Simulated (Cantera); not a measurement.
Ignition delay

Mixture: CH₄ : CO : O₂ : N₂ = 1 : 0.47 : 2.38 : 8.94 (molar parts), equivalence ratio 0.94, at 1.00 bar, adiabatic and at constant volume. Ignition delay is the time to a rise of 400 K.

Computed with Cantera and GRI-Mech 3.0 (53 species, 325 reactions).

| T0 (K) | delay (ms) |
|---|---|
| 1100 | 263 |
| 1200 | 51.3 |
| 1300 | 12.0 |
| 1400 | 3.32 |
| 1500 | 1.10 |
| 1600 | 0.438 |
| 1700 | 0.203 |

| Quantity | Value |
|---|---|
| apparent activation energy between 1500 and 1700 K | 180 kJ/mol |
